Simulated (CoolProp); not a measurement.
Vapour-liquid equilibrium of benzene (1) + n-nonane (2) at 351.4 K; x and y are mole fractions of (1).

Values from CoolProp's multi-fluid Helmholtz-energy mixture model, Thol 2012 and Lemmon 2006; pair parameters Bell 2016.

Q: Give the bubble pressure and the first vapour's composition at x = 0.05, 0.125, 0.2. Is there an azeotrope?

A: x = 0.05: 16.81 kPa, y = 0.486; x = 0.125: 26.96 kPa, y = 0.700; x = 0.2: 35.56 kPa, y = 0.787. No azeotrope shows between x = 0.05 and 0.95.

The pair parameters rest on a limited set of measurements; away from them the model extrapolates.
